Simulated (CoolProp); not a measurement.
Vapour-liquid equilibrium of carbon dioxide (1) + R152A (2) at 239.5 K; x and y are mole fractions of (1).

Values from CoolProp's multi-fluid Helmholtz-energy mixture model, Span 1996 and Outcalt 1996; pair parameters Bell 2016.

```csv
x,"bubble pressure, mixture model (kPa)","bubble pressure, Raoult's law (kPa)","y, mixture model","y, Raoult's law"
0.05,123.0,124.6,0.488,0.506
0.15,240.4,244.2,0.757,0.774
0.25,358.0,363.8,0.850,0.866
0.35,474.8,483.3,0.898,0.913
0.45,590.8,602.9,0.927,0.941
0.55,706.3,722.4,0.947,0.960
0.65,822.4,842.0,0.963,0.973
0.75,940.7,961.6,0.975,0.983
0.85,1063,1081,0.986,0.991
0.95,1192,1201,0.995,0.997
```

The largest gap from Raoult's law is -2.3 % in bubble pressure, at x = 0.65. No azeotrope shows between x = 0.05 and 0.95.

Pair parameters are fitted to limited data, so mixtures are less certain than the pure fluids.
